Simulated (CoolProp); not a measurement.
Saturated liquid density (kg/m³) of CHF3 (R23): the reference equation beside estimates from Tc = 299.3 K, pc = 48.32 bar, ω = 0.263. Rackett uses Z = 0.29056 − 0.08775 ω.

The numbers come from the reference Helmholtz-energy equation of state, Penoncello 2003 in CoolProp.

| T (K) | reference | Rackett | van der Waals | Redlich-Kwong | Soave-Redlich-Kwong |
|---|---|---|---|---|---|
| 198.3 | 1418 | 1336 | 800.4 | 1168 | 1213 |
| 205 | 1391 | 1312 | 786.0 | 1143 | 1189 |
| 211.6 | 1365 | 1286 | 771.2 | 1116 | 1164 |
| 218.2 | 1337 | ? | 755.7 | 1089 | 1138 |
| 224.8 | 1308 | 1233 | ? | 1060 | 1110 |
| 231.4 | 1278 | 1205 | 722.6 | 1030 | 1080 |
| 238.1 | 1246 | 1175 | 704.4 | 996.8 | 1047 |
| 244.7 | 1212 | 1144 | 685.4 | 962.6 | 1013 |
| 251.3 | 1177 | 1111 | 665.1 | 926.0 | 975.5 |
| 257.9 | 1139 | 1075 | 643.4 | 886.9 | 934.9 |
| 264.5 | ? | ? | 619.7 | 844.4 | 890.3 |
| 271.1 | ? | 994.6 | 593.7 | 797.8 | 840.7 |
| 277.8 | 996.9 | 946.0 | 563.8 | 745.0 | 783.6 |
| 284.4 | 933.7 | 889.3 | 529.5 | 684.7 | 717.7 |
| 291 | 851.4 | 815.9 | 486.4 | 610.4 | 635.3 |

What belongs in the gaps?


- 218.2, Rackett: 1260
- 224.8, van der Waals: 739.6
- 264.5, reference: 1097
- 264.5, Rackett: 1037
- 271.1, reference: 1051

Absolute difference from the reference over all 15 rows, mean and median: Rackett 5.5 and 5.6 %, van der Waals 43.4 and 43.5 %, Redlich-Kwong 21.5 and 20.6 %, Soave-Redlich-Kwong 17.7 and 16.4 %.
